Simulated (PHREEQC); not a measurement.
Make-up at 38 °C: 0.0017 mol/kgw K2CO3 and 3.2e-07 mol/kgw H4SiO4. Closed to the air; pH follows from the charge balance.

Model: ion-association model, wateq4f.dat, run in PHREEQC.

Each row changes one thing in this solution. This is a speciation only: nothing precipitates in the calculation.

| case | pH | ionic strength (mol/kgw) | H3SiO4- (mol/kgw) | H4SiO4 (mol/kgw) | SI of Quartz (SiO2) |
|---|---|---|---|---|---|
| as made | 10.37 | 0.00447 | 2.71e-7 | 4.81e-8 | -3.52 |
| K2CO3 left out | 6.80 | 1.59e-7 | ___ | 3.20e-7 | ___ |
| H4SiO4 from 3.2e-07 to 1.6e-07 mol/kgw | 10.37 | 0.00447 | 1.35e-7 | 2.41e-8 | -3.82 |
| K2CO3 from 0.0017 to 0.00017 mol/kgw | 9.70 | 0.000381 | 1.71e-7 | 1.49e-7 | -3.03 |
| temperature from 38 to 5 °C | 11.16 | 0.00481 | ___ | 2.83e-8 | -3.25 |
| temperature from 38 to 35 °C | 10.43 | ___ | 2.73e-7 | 4.61e-8 | ___ |

Some entries are withheld; supply them.


- K2CO3 left out, H3SiO4- (mol/kgw): 4.50e-10
- K2CO3 left out, SI of Quartz (SiO2): -2.70
- temperature from 38 to 5 °C, H3SiO4- (mol/kgw): 2.91e-7
- temperature from 38 to 35 °C, ionic strength (mol/kgw): 0.00451
- temperature from 38 to 35 °C, SI of Quartz (SiO2): -3.50

At this temperature some constants are extrapolated from 25 °C, and those without enthalpy data are left unchanged.
